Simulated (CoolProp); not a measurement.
Computed with CoolProp (reference Helmholtz-energy equation of state, Penoncello 2003).

Give the vapour pressure (kPa), vapour density (kg/m³), enthalpy of vaporisation (kJ/kg), liquid cp (kJ/(kg K)) of saturated CHF3 (R23) at -110.05, -72.75, -67.35 °C.


| T (°C) | p (kPa) | vapour density (kg/m³) | enthalpy of vaporisation (kJ/kg) | liquid cp (kJ/(kg K)) |
|---|---|---|---|---|
| -110.05 | 14.4 | 0.754 | 261 | 1.20 |
| -72.75 | 168 | 7.52 | 232 | 1.26 |
| -67.35 | 221 | 9.72 | 227 | 1.27 |
